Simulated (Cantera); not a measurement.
A perfectly stirred reactor is fed with C2H6 : N2 = 1 : 44 (molar parts), at 1.00 bar; it is held at 1000 K, and followed from long to short residence time.

Model: GRI-Mech 3.0 (53 species, 325 reactions), integrated in Cantera. GRI-Mech 3.0 stops at C3 and has no aromatics, soot or wall deposition, so with more carbon than oxygen in the feed, carbon stays in small species such as C2H2 where larger ones or solid carbon would form.

**Question.** What does this change do: C2H6 1 to 0.13 parts?

**Answer.** 
```tsv
quantity	before	after
x(C2H6) at τ = 0.780 s	0.0174	0.00239
x(CH3) at τ = 0.780 s	8.66e-8	6.32e-8
x(CH2) at τ = 0.780 s	<1e-12	<1e-12
x(H2) at τ = 0.780 s	0.00465	0.000550
x(H) at τ = 0.780 s	2.24e-8	1.87e-8
x(C2H6) at τ = 4.70 ms	0.0222	0.00295
x(CH3) at τ = 4.70 ms	2.78e-8	1.40e-8
x(CH2) at τ = 4.70 ms	<1e-12	<1e-12
x(H2) at τ = 4.70 ms	5.64e-6	3.48e-7
x(H) at τ = 4.70 ms	3.44e-9	1.60e-9
```

**Question.** What does this change do: temperature 1000 to 1100 K?

**Answer.** 
```json
[
 {"quantity": "x(C2H6) at τ = 0.780 s", "before": "0.0174", "after": "0.00454"},
 {"quantity": "x(CH3) at τ = 0.780 s", "before": "8.66e-8", "after": "6.25e-7"},
 {"quantity": "x(CH2) at τ = 0.780 s", "before": "<1e-12", "after": "2.58e-12"},
 {"quantity": "x(H2) at τ = 0.780 s", "before": "0.00465", "after": "0.0182"},
 {"quantity": "x(H) at τ = 0.780 s", "before": "2.24e-8", "after": "2.13e-7"},
 {"quantity": "x(C2H6) at τ = 4.70 ms", "before": "0.0222", "after": "0.0218"},
 {"quantity": "x(CH3) at τ = 4.70 ms", "before": "2.78e-8", "after": "1.33e-6"},
 {"quantity": "x(CH2) at τ = 4.70 ms", "before": "<1e-12", "after": "6.03e-12"},
 {"quantity": "x(H2) at τ = 4.70 ms", "before": "5.64e-6", "after": "0.000365"},
 {"quantity": "x(H) at τ = 4.70 ms", "before": "3.44e-9", "after": "1.48e-7"}
]
```
